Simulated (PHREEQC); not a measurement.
Solution A (0.0022 mol CuCl2 per kg of water) is mixed with solution B (13 mmol/kgw HF, 130 mmol/kgw KF and 0.00092 mmol/kgw H4SiO4) at 20 °C; shares are by mass of water, 1 kg in all. Oxygen is held at 0.21 atm. No CO2 enters from the air. Only these solids could form: Cu(OH)2, Atacamite, Quartz, CuF2:2H2O.

Model: ion-association model, wateq4f.dat, run in PHREEQC.

```csv
share of solution B,pH,Cu+2 (mol/kgw),CuF+ (mol/kgw),HF (mol/kgw),HF2- (mol/kgw)
0,5.16,0.00218,0,0,0
0.1,4.12,0.00174,0.000233,0.00115,5.45e-5
0.2,4.11,0.00141,0.000340,0.00226,0.000214
0.3,4.12,0.00115,0.000382,0.00328,0.000466
0.4,4.12,0.000933,0.000385,0.00420,0.000797
0.6,4.14,0.000565,0.000314,0.00583,0.00166
0.7,4.15,0.000407,0.000252,0.00655,0.00218
0.8,4.15,0.000262,0.000178,0.00722,0.00275
0.9,4.16,0.000127,9.34e-5,0.00785,0.00337
1,4.17,0,0,0.00843,0.00403
```

SiF6-2 is the database's only silicon fluoride.
